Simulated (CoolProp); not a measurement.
Vapour-liquid equilibrium of CH2F2 (R32) (1) + R123 (2) at 0.0187 MPa; x and y are mole fractions of (1).

Computed with CoolProp (multi-fluid Helmholtz-energy mixture model, Tillner-Roth 1997 and Younglove 1994; pair parameters Bell 2016).

Question: Give the bubble temperature and the first vapour's composition at x = 0.425, 0.575, 0.95. Is there an azeotrope?

Answer: x = 0.425: 199.8 K, y = 0.991; x = 0.575: 197.6 K, y = 0.994; x = 0.95: 193.9 K, y = 0.999. No azeotrope shows between x = 0.05 and 0.95.

The pair parameters rest on a limited set of measurements; away from them the model extrapolates. With so large a gap from Raoult's law the liquid may split in two, which this calculation doesn't test in full.
